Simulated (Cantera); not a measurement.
Input (Python, Cantera) and output of one run.

```python
import numpy as np
import cantera as ct

gas_names = """
    O O2 O3 S SO SO2 SO3 S2 S2O S8
""".split()
cond_names = """
    S(cr1) S(cr2) S(L)
""".split()


# ... load() reads the species with a 1 bar reference pressure and builds the phases ...
atoms = {
    'S': {'S': 1},
    'SO2': {'S': 1, 'O': 2},
}
top_T = {}  # K; cautious upper limits of use, not melting points


# ... equilibrate(T, P, feed) seeds the gas with the atoms and calls Mixture.equilibrate('TP', solver="vcs", rtol=1e-11, max_steps=5000) ...
results = []
feed = {'S': 1, 'SO2': 0.41}  # mol
T = 3275  # K
P = 25  # Pa
mix = equilibrate(T, P, feed)
results.append((T, P, feed, dict(zip(mix.species_names, mix.species_moles))))
print(gas.report(threshold=0.001))
for i in range(1, mix.n_phases):
    print(f"{mix.phase(i).name:16s} {mix.phase_moles(i):12.5e} mol")
```

It prints:

```
       temperature   3275 K
          pressure   25 Pa
           density   2.4186e-05 kg/m^3
  mean mol. weight   26.343 kg/kmol
   phase of matter   gas

                          1 kg             1 kmol
                     ---------------   ---------------
          enthalpy        1.2493e+07        3.2909e+08  J
   internal energy        1.1459e+07        3.0186e+08  J
           entropy             11111        2.9268e+05  J/K
    Gibbs function       -2.3895e+07       -6.2945e+08  J
 heat capacity c_p            831.63             21908  J/K
 heat capacity c_v            516.01             13593  J/K

                      mass frac. Y      mole frac. X     chem. pot. / RT
                     ---------------   ---------------   ---------------
                 O            0.2205           0.36305            -23.31
                 S           0.76643           0.62975           -22.742
                SO           0.01163         0.0063749           -46.052
     [   +7 minor]         0.0014473        0.00082313

S(L)              0.00000e+00 mol
```

Method: chemical equilibrium by Gibbs-energy minimisation in Cantera with the NASA 1993 tables (ideal gas, pure condensed phases).
